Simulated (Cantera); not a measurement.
Cantera run, input and output.

```python
import numpy as np
import cantera as ct

gas = ct.Solution("gri30.yaml")


def delay(T, t_max=10):
    gas.TPX = T, 48000, {'CH4': 1, 'O2': 0.952, 'N2': 3.58, 'H2O': 1.2}
    reactor = ct.IdealGasConstPressureReactor(gas, clone=False)
    net = ct.ReactorNet([reactor])
    net.rtol, net.atol = 1e-8, 1e-16
    while net.time < t_max:
        t_old, T_old = net.time, reactor.T
        net.step()
        if reactor.T > T + 400:  # ignition: a rise of 400 K
            return t_old + (T + 400 - T_old) / (reactor.T - T_old) * (net.time - t_old)
    return np.nan


taus = []
for T in [1323, 1398, 1473, 1548, 1623, 1698]:
    taus.append(delay(T))
    print(f"T0 = {T:6g} K   tau = {taus[-1]:.4e} s")
```

Output:

```
T0 =   1323 K   tau = 3.8988e-02 s
T0 =   1398 K   tau = 1.4717e-02 s
T0 =   1473 K   tau = 5.8492e-03 s
T0 =   1548 K   tau = 2.4973e-03 s
T0 =   1623 K   tau = 1.1650e-03 s
T0 =   1698 K   tau = 5.9747e-04 s
```

Model: GRI-Mech 3.0 (53 species, 325 reactions), integrated in Cantera.
